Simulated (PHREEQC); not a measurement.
## Nickel, zinc or cadmium bath

Consider water at 5.9 °C with 42 mmol/kgw ZnSO4, 1.4 mmol/kgw H3BO3 and 12 mmol/kgw H2SO4. Closed to the air; pH follows from the charge balance.

Model: ion-association model, phreeqc.dat, run in PHREEQC.

The pH is 1.91, the ionic strength is 0.113 mol/kgw and the density is 1.008 g/cm³. The total alkalinity is -24.0 meq/kg.

```tsv
species	molality	activity	log γ
Zn+2	0.0238	0.00884	-0.430
SO4-2	0.0234	0.00860	-0.435
H+	0.0150	0.0123	-0.084
ZnSO4	0.0148	0.0152	0.011
HSO4-	0.00903	0.00705	-0.108
Zn(SO4)2-2	0.00336	0.00125	-0.431
H3BO3	0.00140	0.00144	0.011
```

Precipitation was switched off in this run. Complexes and solids missing from the database can't appear. At this temperature some constants are extrapolated from 25 °C, and those without enthalpy data are left unchanged.
